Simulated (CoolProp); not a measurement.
Values from CoolProp's reference Helmholtz-energy equation of state, Lemmon 2006. It is a short technical equation, of lower accuracy than the large ones.

Q: For toluene, give the phase and the speed of sound (m/s), conductivity (mW/(m K)) at 346.85 °C and 0.067 MPa.

A: 
- 346.85 °C and 0.067 MPa: gas; speed of sound 240, conductivity 43.5

Thermal conductivity comes from a separate model (Assael 2012).
